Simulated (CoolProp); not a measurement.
A single-stage vapour-compression cycle with R143a: evaporating at 198.15 K (dew point), condensing at 267.15 K (bubble point), superheat 2 K, subcooling 8 K, compressor efficiency 0.65, no pressure losses. Each further row changes one setting.

Computed with CoolProp (reference Helmholtz-energy equation of state, Lemmon and Jacobsen 2000).

```
case                              cooling COP  pressure ratio  discharge temperature (K)  refrigerating effect (kJ/kg)  volumetric capacity (kJ/m³)
--------------------------------  -----------  --------------  -------------------------  ----------------------------  ---------------------------
as stated                                1.45            23.4                      337.3                           165                          185
evaporating temperature 203.15 K          [?]            17.1                        [?]                           168                          [?]
condensing temperature 262.15 K          1.61            19.8                        [?]                           172                          193
subcooling 13 K                           [?]            23.4                      337.3                           172                          193
superheat 12 K                            [?]            23.4                      349.7                           172                          184
compressor efficiency 0.55                [?]            23.4                      356.6                           165                          185
```

Question: Fill in the missing entries.

Answer: 
- evaporating temperature 203.15 K, cooling COP: 1.64
- evaporating temperature 203.15 K, discharge temperature (K): 329.5
- evaporating temperature 203.15 K, volumetric capacity (kJ/m³): 253
- condensing temperature 262.15 K, discharge temperature (K): 329.8
- subcooling 13 K, cooling COP: 1.51
- superheat 12 K, cooling COP: 1.44
- compressor efficiency 0.55, cooling COP: 1.23
